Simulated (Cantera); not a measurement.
Feed: 1 mol H₂O, 0.028 mol O₂, 0.41 mol H₂, at 34.5 Torr.

Cantera equilibrium calculation (NASA polynomials, part measured and part estimated; ideal gas, pure solids and liquids). Candidate condensed phases: H₂O; 9 gas species. Equilibrium is a limit: real reactors are often held back by kinetics, nucleation or transport. All values below are at 2050 K.

Base state: H₂O 0.744, H₂ 0.248, H 0.00527, OH 0.00173, O₂ 3.40e-5, O 2.64e-5 (mole fractions); condensed: gas only.

### Question
What changes in the equilibrium state with this change: pressure from 34.5 Torr to 75.0 Torr?

### Answer
```json
[
 {"species": "H₂O", "before": "0.744", "after": "0.746"},
 {"species": "H₂", "before": "0.248", "after": "0.249"},
 {"species": "H", "before": "0.00527", "after": "0.00358"},
 {"species": "O₂", "before": "3.40e-5", "after": "1.56e-5"},
 {"species": "O", "before": "2.64e-5", "after": "1.21e-5"}
]
```
